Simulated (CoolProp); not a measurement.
R115 at several states: density (kg/m³) from the reference equation and from simpler models built on Tc = 80.0 °C, pc = 31.29 bar, ω = 0.248; each cubic takes its own stable root.

Values from CoolProp's reference Helmholtz-energy equation of state, Lemmon 2016.

```json
[
 {"T (°C)": "111.05", "p (bar)": "4.74", "phase": "gas", "reference": "23.83", "van der Waals": "23.82", "Peng-Robinson": "23.99"},
 {"T (°C)": "-57.35", "p (bar)": "7.16", "phase": "liquid", "reference": "1611", "van der Waals": "1011", "Peng-Robinson": "1726"},
 {"T (°C)": "-27.75", "p (bar)": "26.8", "phase": "liquid", "reference": "1517", "van der Waals": "968.8", "Peng-Robinson": "1629"},
 {"T (°C)": "130.85", "p (bar)": "47.2", "phase": "supercritical", "reference": "354.6", "van der Waals": "403.4", "Peng-Robinson": "357.5"},
 {"T (°C)": "25.05", "p (bar)": "1.44", "phase": "gas", "reference": "9.216", "van der Waals": "9.162", "Peng-Robinson": "9.244"},
 {"T (°C)": "74.55", "p (bar)": "8.66", "phase": "gas", "reference": "51.63", "van der Waals": "50.98", "Peng-Robinson": "52.41"}
]
```
